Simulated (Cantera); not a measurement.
An isothermal, constant-pressure homogeneous reactor starts with N2O : N2 = 1 : 3.7 (molar parts), at 1275 K and 1.68 atm. Integrator tolerance rtol = 1e-08.

Cantera simulation using GRI-Mech 3.0 (53 species, 325 reactions); the numbers are that mechanism's predictions, not measurements. GRI-Mech 3.0 was tuned for natural gas; its chemistry of N2O as a main component is partial and can be far from experiment. The mechanism lacks the step 2 NO + O2 → 2 NO2, which can matter for NO2 below about 1400 K. The temperature is held fixed by assumption; the heat of reaction is taken as removed at once.

```tsv
quantity	before	after
x(N2O) at 7.00 s	3.45e-7 (gas-phase equilibrium 2.29e-8)	5.75e-7 (gas-phase equilibrium 2.66e-8)
x(N2) at 7.00 s	0.895 (gas-phase equilibrium 0.904)	0.842 (gas-phase equilibrium 0.855)
x(O2) at 7.00 s	0.0872 (gas-phase equilibrium 0.0960)	0.132 (gas-phase equilibrium 0.145)
x(NO) at 7.00 s	0.0176 (gas-phase equilibrium 0.000244)	0.0264 (gas-phase equilibrium 0.000292)
x(NO2) at 7.00 s	0.000177 (gas-phase equilibrium 2.58e-6)	0.000327 (gas-phase equilibrium 3.79e-6)
x(O) at 7.00 s	2.55e-8 (gas-phase equilibrium 2.67e-8)	3.13e-8 (gas-phase equilibrium 3.28e-8)
```

**Question.** Name the change that produced these shifts.
A) pressure from 1.68 atm to 0.0434 atm
B) pressure from 1.68 atm to 0.0257 atm
C) N2 3.7 to 0.74 parts
D) N2O 1 to 1.9 parts

**Answer.** D, N2O 1 to 1.9 parts
